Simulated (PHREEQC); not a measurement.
Solution (25 °C): 0.06 mol Cu(NO3)2, 0.0014 mol HBF4 and 8.8e-05 mol NaCl per kg of water. Closed to the air; pH follows from the charge balance.

The numbers come from PHREEQC with the ion-association model, wateq4f.dat.

| quantity | before | after |
|---|---|---|
| pH | 2.77 | 2.96 |
| HF (mol/kgw) | 0.00192 | 0.00121 |
| F- (mol/kgw) | 0.00111 | 0.000987 |
| H3BO3 (mol/kgw) | 0.000815 | 0.000593 |
| BF4- (mol/kgw) | 0.000447 | 6.60e-5 |
| SI of CuF2:2H2O (CuF2:2H2O) | -3.35 | -3.60 |
| SI of Tenorite (CuO) | -3.77 | -3.61 |

**Question.** Which change was made?
A. HBF4 from 0.0014 to 0.007 mol/kgw
B. NaCl replaced by BaCl2 at the same molality
C. 0.03 mol/kgw LiF added
D. diluted 2-fold with water

**Answer.** D, diluted 2-fold with water

No solid was allowed to form. Real BF4- forms and hydrolyses slowly; the run takes it at equilibrium.
